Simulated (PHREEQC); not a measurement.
Solution (20 °C): 0.019 mol NaHCO3, 0.12 mol Na2CO3 and 0.13 mol NaCl per kg of water. Closed to the air; pH follows from the charge balance.

All values are PHREEQC results (ion-association model, phreeqc.dat), not measurements.

Problem. The ionic strength comes out as 0.378 mol/kgw. What activity coefficients do HCO3-, Cl-, NaCO3-, CO3-2, OH- get?

Solution. HCO3- 0.71, Cl- 0.67, NaCO3- 0.73, CO3-2 0.25, OH- 0.66.

No solid was allowed to form. Complexes and solids missing from the database can't appear.
